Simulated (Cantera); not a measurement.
Input (Python, Cantera):

```python
import numpy as np
import cantera as ct

gas = ct.Solution("gri30.yaml")


def delay(T, t_max=10):
    gas.TPX = T, 1100000, {'CH4': 1, 'O2': 1.67, 'N2': 8.5}
    reactor = ct.IdealGasReactor(gas, clone=False)
    net = ct.ReactorNet([reactor])
    net.rtol, net.atol = 1e-8, 1e-16
    while net.time < t_max:
        t_old, T_old = net.time, reactor.T
        net.step()
        if reactor.T > T + 400:  # ignition: a rise of 400 K
            return t_old + (T + 400 - T_old) / (reactor.T - T_old) * (net.time - t_old)
    return np.nan


taus = []
for T in [1173, 1223, 1273, 1323, 1373, 1423, 1473, 1523]:
    taus.append(delay(T))
    print(f"T0 = {T:6g} K   tau = {taus[-1]:.4e} s")
```

Output:

```
T0 =   1173 K   tau = 8.1521e-03 s
T0 =   1223 K   tau = 4.4188e-03 s
T0 =   1273 K   tau = 2.4663e-03 s
T0 =   1323 K   tau = 1.4115e-03 s
T0 =   1373 K   tau = 8.2574e-04 s
T0 =   1423 K   tau = 4.9246e-04 s
T0 =   1473 K   tau = 2.9882e-04 s
T0 =   1523 K   tau = 1.8430e-04 s
```

Computed with Cantera and GRI-Mech 3.0 (53 species, 325 reactions).
